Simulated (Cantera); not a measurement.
Input: 1 mol Fe₂O₃, 1600 mol H₂, 9.9 mol H₂O, held at 0.0210 bar.

These are equilibrium values from Cantera (NASA tables, ideal gas, pure condensed phases), not measurements of a reactor. Candidate condensed phases: Fe, FeO, Fe(OH)₂, Fe(OH)₃, Fe₂O₃, Fe₃O₄, H₂O; 12 gas species. Kinetics and transport are ignored. All values below are at 1100 °C.

Base state: H₂ 0.992, H₂O 0.00801, H 2.29e-5 (mole fractions); condensed: Fe(γ).

Problem. What changes in the equilibrium state with this change: Fe₂O₃ replaced by Cu₂O?

Solution. 
```json
[
 {"species": "H₂", "before": "0.992", "after": "0.993"},
 {"species": "H₂O", "before": "0.00801", "after": "0.00677"},
 {"species": "Cu", "before": "0", "after": "3.76e-5"},
 {"species": "H", "before": "2.29e-5", "after": "2.29e-5"},
 {"species": "Fe(γ), mol", "before": "2.00", "after": "0"},
 {"species": "Cu(l), mol", "before": "0", "after": "1.94"}
]
```
Further candidate phases: Cu, CuO, Cu(OH)₂, Cu₂O.
